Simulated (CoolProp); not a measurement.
Vapour-liquid equilibrium of R143a (1) + isobutene (2) at 0.626 MPa; x and y are mole fractions of (1).

Values from CoolProp's multi-fluid Helmholtz-energy mixture model, Lemmon and Jacobsen 2000 and Lemmon 2005; pair parameters Bell 2016.

Give the bubble temperature and the first vapour's composition at x = 0.05, 0.15, 0.75. Is there an azeotrope?

x = 0.05: 41.3 °C, y = 0.233; x = 0.15: 28.2 °C, y = 0.494; x = 0.75: 4.8 °C, y = 0.879. No azeotrope shows between x = 0.05 and 0.95.

The pair parameters rest on a limited set of measurements; away from them the model extrapolates.
